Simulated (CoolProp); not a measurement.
Vapour pressure (bar) of hexamethyldisiloxane (MM): the reference equation beside estimates from Tc = 245.6 °C, pc = 19.31 bar, ω = 0.418. Clausius-Clapeyron is anchored at 127.35 °C with a constant enthalpy of vaporisation of 28.86 kJ/mol.

Computed with CoolProp (reference Helmholtz-energy equation of state, Thol 2016).

```tsv
T (°C)	reference	Lee-Kesler	Clausius-Clapeyron	van der Waals	Redlich-Kwong	Soave-Redlich-Kwong	Peng-Robinson
95.55	0.8754	0.8769	0.9830	4.184	1.919	0.8762	0.8762
103.45	1.103	1.107	1.198	4.652	2.281	1.106	1.103
111.45	1.377	1.385	1.451	5.159	2.695	1.385	1.378
119.45	1.701	1.713	1.744	5.701	3.159	1.716	1.703
127.35	2.076	2.093	2.076	6.270	3.670	(withheld)	2.080
135.35	2.517	(withheld)	2.460	6.882	4.243	2.551	2.524
143.35	3.026	3.056	2.896	7.531	(withheld)	3.074	3.038
151.25	3.601	3.638	3.383	8.208	5.561	3.666	3.621
159.25	4.265	4.310	3.935	8.932	6.320	4.351	(withheld)
167.25	5.017	5.071	4.553	9.694	7.146	5.129	5.062
175.15	5.856	5.918	5.232	10.49	8.030	5.994	5.917
183.15	6.810	6.880	5.993	11.33	8.998	6.978	6.891
191.05	7.864	7.943	6.821	(withheld)	10.03	8.064	7.968
```

Q: Some entries are withheld; supply them.

A: 
- 127.35, Soave-Redlich-Kwong: 2.099
- 135.35, Lee-Kesler: 2.540
- 143.35, Redlich-Kwong: 4.876
- 159.25, Peng-Robinson: 4.295
- 191.05, van der Waals: 12.20

Absolute difference from the reference over all 13 rows, mean and median: Lee-Kesler 0.8 and 1.0 %, Clausius-Clapeyron 7.3 and 7.7 %, van der Waals 174.2 and 148.9 %, Redlich-Kwong 65.8 and 61.1 %, Soave-Redlich-Kwong 1.5 and 1.6 %, Peng-Robinson 0.5 and 0.4 %.
